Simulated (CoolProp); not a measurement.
Vapour-liquid equilibrium of 1-butene (1) + n-butane (2) at 867 kPa; x and y are mole fractions of (1).

Model: multi-fluid Helmholtz-energy mixture model, Lemmon 2005 and Bücker 2006; pair parameters Bell 2016, in CoolProp.

```tsv
x	bubble temperature (°C)	y at the bubble point	dew temperature at overall composition x (°C)	liquid density (mol/L)
0.05	72.6	0.057	72.7	8.823
0.125	72.0	0.142	72.1	8.874
0.2	71.3	0.225	71.5	8.925
0.275	70.7	0.305	70.9	8.976
0.35	70.0	0.384	70.3	9.028
0.425	69.4	0.461	69.7	9.080
0.5	68.8	0.536	69.1	9.133
0.575	68.2	0.609	68.5	9.185
0.65	67.7	0.680	67.9	9.238
0.725	67.1	0.750	67.3	9.292
0.8	66.7	0.819	66.8	9.346
0.875	66.2	0.887	66.3	9.401
0.95	65.8	0.955	65.8	9.457
```

No azeotrope shows between x = 0.05 and 0.95.

Pair parameters are fitted to limited data, so mixtures are less certain than the pure fluids.
